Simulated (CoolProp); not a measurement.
A Linde-Hampson liquefier for nitrogen: isothermal reversible compression at 250 K from 1 atm to 10 MPa, throttling to 1 atm, return gas leaving the recuperator 5 K below the feed. Each further row changes one setting.

Computed with CoolProp (reference Helmholtz-energy equation of state, Span 2000).

```csv
case,liquid yield per pass,compression work (kJ/kg of gas)
as stated,0.064,336
high pressure 20 MPa,…,386
warm-end temperature 280 K,…,380
warm-end gap 10 K,…,336
```

Question: Complete the blanks.

Answer: 
- high pressure 20 MPa, liquid yield per pass: 0.116
- warm-end temperature 280 K, liquid yield per pass: 0.043
- warm-end gap 10 K, liquid yield per pass: 0.051
